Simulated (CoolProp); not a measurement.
Saturation properties of chlorine (Tc = 416.9 K, pc = 7.642 MPa, ω = 0.070).

The numbers come from the reference Helmholtz-energy equation of state, Thol 2021 in CoolProp.

| T (K) | p (MPa) | vapour density (kg/m³) | enthalpy of vaporisation (kJ/kg) |
|---|---|---|---|
| 331 | 1.722 | 54.28 | 218.8 |
| 337 | 1.958 | 61.84 | (withheld) |
| 342.9 | 2.211 | 70.12 | 206.3 |
| 348.9 | 2.491 | 79.51 | 199.5 |
| 354.8 | 2.789 | 89.81 | 192.3 |
| 360.8 | 3.118 | 101.5 | 184.7 |
| 366.7 | (withheld) | 114.5 | 176.6 |
| 372.7 | 3.848 | 129.3 | 167.9 |
| 378.6 | (withheld) | 146.0 | 158.5 |
| 384.6 | 4.690 | 165.5 | 148.2 |
| 390.5 | 5.152 | 188.0 | 136.9 |
| 396.5 | 5.654 | 215.4 | 123.9 |
| 402.4 | 6.181 | 249.3 | 108.9 |
| 408.3 | 6.745 | 295.4 | 90.03 |

Problem. What belongs in the gaps?

Solution. 
- 337, enthalpy of vaporisation (kJ/kg): 212.7
- 366.7, p (MPa): 3.466
- 378.6, p (MPa): 4.251

It boils at 239.2 K under 1 atm.
